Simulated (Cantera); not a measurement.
Charge: 1 mol SiCl4, 0.97 mol Cl2, 19 mol H2, held at 7.50 Torr.

These are equilibrium values from Cantera (NASA tables, ideal gas, pure condensed phases), not measurements of a reactor. Candidate condensed phases: Si; 19 gas species. The tables' values for SiCl3 are old estimates; treat these amounts as uncertain. The numbers say what is thermodynamically allowed, not how fast it happens. All values below are at 1223 K.

Base state: H2 0.815, HCl 0.138, SiCl2 0.0188, SiCl4 0.0179, SiCl3 0.00651, SiHCl3 0.00327, SiH2Cl2 7.94e-5 (mole fractions); condensed: gas only.

**Question.** What changes in the equilibrium state with this change: H2 from 19 to 89 mol?

**Answer.** 
```
species      before     after
----------  -------  --------
H2            0.815     0.945
HCl           0.138    0.0476
SiCl2        0.0188   0.00584
SiCl4        0.0179  0.000571
SiCl3       0.00651  0.000647
SiHCl3      0.00327  0.000350
SiH2Cl2     7.94e-5   2.85e-5
Si(s), mol        0     0.316
```
